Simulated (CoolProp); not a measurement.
Model: reference Helmholtz-energy equation of state, Akasaka 2020, in CoolProp.

Q: Give the vapour pressure (kPa), liquid density (kg/m³), enthalpy of vaporisation (kJ/kg), vapour Z of saturated R1123 at -6.55, 35.75 °C.

A: 
| T (°C) | p (kPa) | liquid density (kg/m³) | enthalpy of vaporisation (kJ/kg) | vapour Z |
|---|---|---|---|---|
| -6.55 | 891 | 1150 | 179 | 0.835 |
| 35.75 | 2740 | 928 | 119 | 0.625 |
